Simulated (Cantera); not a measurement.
An adiabatic, constant-volume homogeneous reactor starts with CH4 : CO : O2 : N2 = 1 : 0.24 : 6.42 : 24.2 (molar parts), at 1775 K and 285 Torr.

Cantera simulation using GRI-Mech 3.0 (53 species, 325 reactions); the numbers are that mechanism's predictions, not measurements.

One state of this run: T (K) = 2473; P (bar) = 0.534; x CH4 = <1e-12; x CO = 0.00558; x O2 = 0.130; x NO2 = 4.33e-7; x CH3 = <1e-12; x OH = 0.0119. x: mole fraction; the columns are a selection and need not sum to one.

Task: Which value of t (s) does it belong to?
A) 0.0900
B) 5.00
C) 0.00162
D) 0.343

Result: C, 0.00162
